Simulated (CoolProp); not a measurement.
Model: reference Helmholtz-energy equation of state, Beckmüller 2019, in CoolProp.

Problem. For n-octane, give the phase and the speed of sound (m/s) at 255.65 °C and 0.0447 MPa.

Solution. 
- 255.65 °C and 0.0447 MPa: gas; speed of sound 197
